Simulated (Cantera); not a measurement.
A closed system holds: 1 mol Si₃N₄, 1.4 mol H₂O, 42 mol N₂, held at 1748.15 K and 1.00 Torr.

Equilibrium computed with Cantera from the NASA thermochemical tables; the gas is ideal and each condensed phase is pure. Candidate condensed phases: H₂O, Si, SiO₂, Si₂N₂O, Si₃N₄; 35 gas species. The tables' values for SiN are old estimates; treat these amounts as uncertain. Rates play no part.

Base state: N₂ 0.939, SiO 0.0299, H₂ 0.0293, Si 0.00109, H 0.00107, Si₂N 3.42e-5, SiN 2.01e-5 (mole fractions); condensed: Si(l).

What changes in the equilibrium state with this change: pressure from 1.00 Torr to 75.0 Torr?


```csv
species,before,after
N₂,0.939,0.968
H₂,0.0293,0.0318
SiO,0.0299,0.000475
Si₂N,3.42e-5,5.14e-8
Si,0.00109,1.65e-6
"Si(l), mol",1.54,0
"Si₂N₂O(s), mol",0,1.38
"Si₃N₄(s), mol",0,0.0736
```
Mutual solubility and eutectic melting of coexisting phases are not modelled.

What changes in the equilibrium state with this change: temperature from 1748.15 K to 1123.15 K?


| species | before | after |
|---|---|---|
| N₂ | 0.939 | 0.968 |
| H₂ | 0.0293 | 0.0319 |
| H | 0.00107 | 2.09e-7 |
| SiO | 0.0299 | <1e-9 |
| Si | 0.00109 | <1e-9 |
| Si₂N | 3.42e-5 | <1e-9 |
| SiN | 2.01e-5 | <1e-9 |
| Si(l), mol | 1.54 | 0 |
| Si₂N₂O(s), mol | 0 | 1.40 |
| Si₃N₄(s), mol | 0 | 0.0667 |
Mutual solubility and eutectic melting of coexisting phases are not modelled.
